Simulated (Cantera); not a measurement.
An isothermal, constant-pressure homogeneous reactor starts with NH₃ : H₂ = 1 : 11 (molar parts), at 2298 K and 44.3 Torr.

Detailed kinetics in Cantera: the gas-phase N/H chemistry of the illustrative SiF4/NH3 mechanism in the Surface Chemkin manual (1991). Walls and surfaces, which speed up NH3 decomposition in real reactors, are not modelled.

One state of this run: x NH₃ = 1.39e-7; x H₂ = 0.924; x N = 3.17e-8; x NH = 1.65e-8; x NH₂ = 1.82e-8; x N₂H₄ = <1e-12; x N₂H₂ = <1e-12. x: mole fraction; the columns are a selection and need not sum to one.

### Question
Which value of t (s) does it belong to?
A) 0.00150
B) 3.60e-5
C) 1.04e-5
D) 9.00

### Answer
D, 9.00
